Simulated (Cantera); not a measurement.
A freely propagating, adiabatic, planar premixed flame of CH₄ : C₂H₆ : C₃H₈ : O₂ : N₂ : H₂O = 1 : 0.32 : 0.032 : 2.34 : 8.81 : 1.2 (molar parts), equivalence ratio 1.4, unburnt at 400 K and 0.330 bar; mixture-averaged transport, grid criteria slope 0.08 and curve 0.16, no radiation.

Detailed kinetics in Cantera: GRI-Mech 3.0 (53 species, 325 reactions). Burning velocities carry a grid error of a few per cent, more on coarse grids.

Predict: laminar burning velocity; thermal thickness; peak x(CH₂CO); peak x(O).


```json
{
  "laminar_burning_velocity": "34.4 cm/s",
  "thermal_thickness": "1.81 mm",
  "peak x(CH₂CO)": "0.000532",
  "peak x(O)": "0.000193"
}
```
